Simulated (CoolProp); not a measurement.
A closed Brayton cycle with dry air: compressor inlet 314.15 K and 7.5 MPa, high pressure 22.8 MPa, turbine inlet 780 K, compressor efficiency 0.8, turbine efficiency 0.9, recuperator effectiveness 0.95 (on enthalpy, no pinch check). Each further row changes one setting.

Model: reference Helmholtz-energy equation of state, Lemmon 2000, in CoolProp. It is a pseudo-pure fit of the blend.

```tsv
case	thermal efficiency (%)	net work (kJ/kg)	compressor to turbine work	compressor exit (K)	turbine exit (K)
as stated	23.1	50.1	0.76	461.8	598.3
turbine inlet 730 K	18.3	36.9	0.81	461.8	558.2
compressor inlet 324.15 K	20.8	44.8	0.78	476.4	598.3
high pressure 19.4 MPa	25.8	49.8	0.72	437.4	621.9
recuperator effectiveness 0.5	17.8	50.1	0.76	461.8	598.3
```
